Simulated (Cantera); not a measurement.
An adiabatic, constant-volume homogeneous reactor starts with CH4 : O2 : N2 = 1 : 1.54 : 5.08 (molar parts), equivalence ratio 1.3, at 1600 K and 10.0 bar.

Model: GRI-Mech 3.0 (53 species, 325 reactions), integrated in Cantera. Above 3000 K some thermodynamic fits are extrapolated.

One state of this run: T (K) = 3252; P (bar) = 22.2; x CH4 = 8.48e-12; x O2 = 0.00547; x H2O2 = 1.48e-6; x N2O = 1.69e-6; x OH = 0.0214. x: mole fraction; the columns are a selection and need not sum to one.

Q: Which value of t (s) does it belong to?
A) 1.84e-5
B) 9.00e-6
C) 7.65e-5
D) 3.75e-5

A: C, 7.65e-5
